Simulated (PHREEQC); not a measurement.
Consider water at 70 °C with 0.28 mol TMAH, 2.8e-06 mol H4SiO4 and 0.00023 mol (CH3)4NCl per kg of water. Closed to the air; pH follows from the charge balance.

The numbers come from PHREEQC with the ion-association model, phreeqc.dat.

No solid was allowed to form.

Task: What pH, activity of water does the model give?

Result: pH 12.06; activity of water 0.990.

Task: In which forms is Si present?

Result: H2SiO4-2 67 %, H3SiO4- 33 % of the Si.

Complexes and solids missing from the database can't appear. (CH3)4N+ isn't in the database: it is added as a free cation with an ion size of 4 Å. At this temperature some constants are extrapolated from 25 °C, and those without enthalpy data are left unchanged.
